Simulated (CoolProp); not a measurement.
R407C along the isotherm 397.1 K: density (kg/m³) from the reference equation and from simpler models built on Tc = 359.3 K, pc = 46.32 bar, ω = 0.363; each cubic takes its own stable root.

Computed with CoolProp (reference Helmholtz-energy equation of state, Lemmon 2003). It is a pseudo-pure fit of the blend.

```csv
p (bar),phase,reference
0.366,gas,0.9575
0.833,gas,2.185
1.9,gas,5.014
4.32,gas,11.56
9.82,gas,27.15
22.4,gas,67.36
50.9,supercritical,199.1
116,supercritical,716.5
```

### Question
How far does each simpler model (Soave-Redlich-Kwong, Peng-Robinson) lie from the reference over these 8 states: mean and median of the absolute difference, and the worst?

### Answer
- Soave-Redlich-Kwong: mean 3.0 %, median 0.3 %, worst -17.4 % at 397.1 K and 116 bar
- Peng-Robinson: mean 1.5 %, median 0.2 %, worst -10.4 % at 397.1 K and 116 bar
